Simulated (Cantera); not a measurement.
Ammonia decomposition in nitride growth gas

An isothermal, constant-pressure homogeneous reactor starts with NH₃ : N₂ = 1 : 0.11 (molar parts), at 1898 K and 100.0 Torr.

Cantera simulation using the gas-phase N/H chemistry of the illustrative SiF4/NH3 mechanism in the Surface Chemkin manual (1991); the numbers are that mechanism's predictions, not measurements. Walls and surfaces, which speed up NH3 decomposition in real reactors, are not modelled.

```csv
t (s),x NH₃,x N₂H₄,x N₂H₂,x H,x N₂
0.000200,0.901,3.57e-9,1.32e-7,1.89e-7,0.0991
0.000535,0.900,2.36e-8,1.07e-6,2.80e-7,0.0991
0.00143,0.899,8.71e-8,4.38e-6,7.72e-7,0.0992
0.00382,0.895,1.07e-7,5.54e-6,2.02e-6,0.100
0.0102,0.883,1.02e-7,5.42e-6,5.08e-6,0.103
0.0273,0.853,9.11e-8,5.10e-6,1.28e-5,0.109
0.0731,0.779,7.46e-8,4.36e-6,3.17e-5,0.125
0.196,0.621,5.23e-8,3.03e-6,7.60e-5,0.158
0.523,0.368,2.57e-8,1.45e-6,0.000171,0.211
1.40,0.123,5.93e-9,3.68e-7,0.000357,0.263
3.74,0.0130,2.82e-10,2.66e-8,0.000843,0.286
10.0,0.000333,<1e-12,1.23e-10,0.00179,0.289
```
x: mole fraction; the columns are a selection and need not sum to one.

Equilibrium at this temperature and pressure: NH₃ 1.02e-6, N₂H₄ <1e-12, N₂H₂ <1e-12, H 0.00181, N₂ 0.289 (gas phase only).
